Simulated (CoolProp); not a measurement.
A closed Brayton cycle with carbon dioxide: compressor inlet 316.15 K and 9 MPa, high pressure 22.6 MPa, turbine inlet 820 K, compressor efficiency 0.85, turbine efficiency 0.9, recuperator effectiveness 0.95 (on enthalpy, no pinch check). Each further row changes one setting.

Computed with CoolProp (reference Helmholtz-energy equation of state, Span 1996).

| case | thermal efficiency (%) | net work (kJ/kg) | compressor to turbine work | compressor exit (K) | turbine exit (K) |
|---|---|---|---|---|---|
| as stated | (withheld) | 87.2 | 0.28 | 371.7 | 709.8 |
| turbine inlet 770 K | 34.3 | 78.8 | 0.30 | 371.7 | (withheld) |
| compressor inlet 326.15 K | 35.2 | 76.4 | 0.37 | (withheld) | 709.8 |
| high pressure 19.2 MPa | 34.7 | (withheld) | (withheld) | (withheld) | 728.9 |
| recuperator effectiveness 0.5 | (withheld) | 87.2 | 0.28 | 371.7 | 709.8 |

Task: Fill in the missing entries.

Result: 
- as stated, thermal efficiency (%): 36.2
- turbine inlet 770 K, turbine exit (K): 663.8
- compressor inlet 326.15 K, compressor exit (K): 399.0
- high pressure 19.2 MPa, net work (kJ/kg): 74.5
- high pressure 19.2 MPa, compressor to turbine work: 0.26
- high pressure 19.2 MPa, compressor exit (K): 361.7
- recuperator effectiveness 0.5, thermal efficiency (%): 20.8
